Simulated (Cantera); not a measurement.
Charge: 1 mol HI, 4 mol H2, 46 mol N2, equilibrated at 190 bar.

Method: chemical equilibrium by Gibbs-energy minimisation in Cantera with the NASA 1993 tables (ideal gas, pure condensed phases). Candidate condensed phases: I2; 12 gas species. The ideal-gas law is rough above about 30 bar. Equilibrium is a limit: real reactors are often held back by kinetics, nucleation or transport. All values below are at 2250 °C.

Base state: N2 0.897, H2 0.0830, I 0.0106, HI 0.00869, H 0.000581, I2 8.78e-5, NH3 4.37e-5 (mole fractions); condensed: gas only.

Task: What changes in the equilibrium state with this change: pressure from 190 bar to 1.33 mbar?

Result: 
```json
[
 {"species": "N2", "before": "0.897", "after": "0.841"},
 {"species": "H", "before": "0.000581", "after": "0.117"},
 {"species": "H2", "before": "0.0830", "after": "0.0237"},
 {"species": "I", "before": "0.0106", "after": "0.0183"},
 {"species": "I2", "before": "8.78e-5", "after": "1.82e-9"},
 {"species": "NH3", "before": "4.37e-5", "after": "<1e-9"},
 {"species": "HI", "before": "0.00869", "after": "2.11e-5"}
]
```
